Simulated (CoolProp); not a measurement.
trans-2-butene at 293.15 K and 0.0987 MPa is throttled through a valve to 0.0347 MPa with no heat exchange. Each further row changes one setting.

Computed with CoolProp (reference Helmholtz-energy equation of state, Lemmon 2005). It is a short technical equation, of lower accuracy than the large ones.

```json
[
 {"case": "as stated", "temperature change (K)": "-2.1", "final density (kg/m³)": "0.814"},
 {"case": "outlet pressure 0.0104 MPa", "temperature change (K)": "-2.9", "final density (kg/m³)": "0.243"},
 {"case": "outlet pressure 0.0451 MPa", "temperature change (K)": "-1.8", "final density (kg/m³)": "1.06"}
]
```
